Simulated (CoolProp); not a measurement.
A simple Rankine cycle with ammonia: condensing at 300.15 K, boiler at 4.5 MPa, turbine inlet 397 K, turbine efficiency 0.65, pump efficiency 0.6, no recuperator. Each further row changes one setting.

Values from CoolProp's reference Helmholtz-energy equation of state, Gao 2020.

```csv
case,thermal efficiency (%),net work (kJ/kg),heat in (kJ/kg),turbine exit temperature (K),volume ratio over the turbine
as stated,9.2,120,1300,307.7,3.56
turbine inlet 417 K,9.6,132,1370,326.9,3.55
condensing temperature 292.15 K,10.4,140,1340,295.1,4.43
boiler pressure 3.15 MPa,7.5,102,1350,331.1,2.58
turbine efficiency 0.55,7.7,100,1300,314.5,3.68
```
